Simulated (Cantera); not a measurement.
An adiabatic, constant-volume homogeneous reactor starts with 2.31 % CH4, 0.324 % CO, 16.0 % O2, 59.9 % N2, 21.5 % H2O, equivalence ratio 0.30, at 1725 K and 0.510 bar.

Computed with Cantera and GRI-Mech 3.0 (53 species, 325 reactions).

### Question
Predict: time of steepest temperature rise; temperature at 4.00 s; equilibrium temperature; x(CO) at 4.00 s; x(O2) at 4.00 s; x(NO) at 4.00 s; x(H2) at 4.00 s; x(NO2) at 4.00 s.

### Answer
| Property | Value |
|---|---|
| time of steepest temperature rise | 0.298 ms |
| temperature at 4.00 s | 2233 K |
| equilibrium temperature | 2233 K |
| x(CO) at 4.00 s | 0.000732 (gas-phase equilibrium 0.000732) |
| x(O2) at 4.00 s | 0.106 (gas-phase equilibrium 0.106) |
| x(NO) at 4.00 s | 0.00839 (gas-phase equilibrium 0.00839) |
| x(H2) at 4.00 s | 0.00136 (gas-phase equilibrium 0.00136) |
| x(NO2) at 4.00 s | 5.89e-6 (gas-phase equilibrium 5.89e-6) |
